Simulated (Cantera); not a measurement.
**SiCl4 + HCl + H2 (chlorosilane synthesis and conversion)**

Input: 1 mol SiCl4, 0.62 mol HCl, 16 mol H2, equilibrated at 0.750 bar.

Cantera equilibrium calculation (NASA polynomials, part measured and part estimated; ideal gas, pure solids and liquids). Candidate condensed phases: Si; 19 gas species. The tables' values for SiCl3 are old estimates; treat these amounts as uncertain. Kinetics and transport are ignored.

```csv
T (K),log p H2,log p SiCl4,log p HCl,log p SiHCl3,log p SiCl3,log p SiH2Cl2,log p SiCl2
525,-0.17,-1.37,-1.58,-5.40,<-12,-10.85,<-12
600,-0.17,-1.37,-1.58,-4.52,-9.94,-8.97,<-12
675,-0.17,-1.37,-1.58,-3.85,-8.22,-7.53,<-12
750,-0.17,-1.38,-1.57,-3.32,-6.86,-6.39,-10.08
825,-0.17,-1.38,-1.56,-2.90,-5.76,-5.49,-8.20
900,-0.17,-1.40,-1.54,-2.58,-4.87,-4.78,-6.67
975,-0.17,-1.42,-1.51,-2.33,-4.15,-4.22,-5.42
1050,-0.17,-1.46,-1.47,-2.15,-3.55,-3.78,-4.39
1125,-0.17,-1.50,-1.42,-2.02,-3.07,-3.44,-3.55
```
log p: log10 of the partial pressure in bar; nothing condenses.

From 525 K to 1125 K nothing is condensed. The main Si-bearing gas is SiCl4 throughout.
